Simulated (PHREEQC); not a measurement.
Consider water at 25 °C with 8.9 mmol/kgw Cu(NO3)2, 0.084 mmol/kgw HCl and 180 mmol/kgw H3BO3. Closed to the air; pH follows from the charge balance.

All values are PHREEQC results (ion-association model, phreeqc.dat), not measurements.

Each row changes one thing in this solution. This is a speciation only: nothing precipitates in the calculation.

```csv
case,pH,ionic strength (mol/kgw),H2BO3- (mol/kgw),CuCl+ (mol/kgw),CuOH+ (mol/kgw),Cu2(OH)2+2 (mol/kgw)
as made,4.12,0.0268,1.59e-6,1.11e-6,7.59e-7,3.43e-7
diluted 2-fold with water,4.39,0.0134,1.44e-6,3.20e-7,7.89e-7,3.44e-7
HCl from 8.4e-05 to 0.000168 mol/kgw,3.83,0.0269,8.19e-7,2.21e-6,3.90e-7,9.05e-8
0.029 mol/kgw Na2SO4 added,4.41,0.0941,3.47e-6,4.76e-7,7.02e-7,3.40e-7
temperature from 25 to 20 °C,4.12,0.0268,1.45e-6,8.70e-7,7.65e-7,2.09e-7
```
